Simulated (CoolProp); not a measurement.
A single-stage vapour-compression cycle with the fluid: evaporating at 291.15 K (dew point), condensing at 349.15 K (bubble point), superheat 10 K, subcooling 2 K, compressor efficiency 0.6, no pressure losses. The same conditions are run with several fluids, on thermodynamics alone (safety and materials aside).

The numbers come from the reference Helmholtz-energy equation of state of each fluid (n-butane: Bücker 2006; sulfur dioxide: Gao 2016; n-perfluorohexane: Gao 2022; R245ca: Zhou 2016; the fluoroketone C6F12O (FK-5-1-12): McLinden 2015; isohexane: Lemmon 2006) in CoolProp.

Rank n-butane, sulfur dioxide, n-perfluorohexane, R245ca, the fluoroketone C6F12O (FK-5-1-12), isohexane by cooling COP, highest first.

sulfur dioxide (2.38), isohexane (2.34), R245ca (2.31), n-butane (2.25), n-perfluorohexane (1.74), the fluoroketone C6F12O (FK-5-1-12) (1.71)

| fluid | pressure ratio | discharge temperature (K) | refrigerating effect (kJ/kg) | volumetric capacity (kJ/m³) |
|---|---|---|---|---|
| n-butane | 4.76 | 368.9 | 241 | 1160 |
| sulfur dioxide | 5.32 | 486.6 | 290 | 2410 |
| n-perfluorohexane | 8.59 | 349.2 | 42.5 | 125 |
| R245ca | 6.78 | 369.3 | 138 | 576 |
| the fluoroketone C6F12O (FK-5-1-12) | 7.94 | 349.1 | 42.6 | 164 |
| isohexane | 7.79 | 360.5 | 237 | 174 |

The compression ends wet for: n-perfluorohexane; the fluoroketone C6F12O (FK-5-1-12).
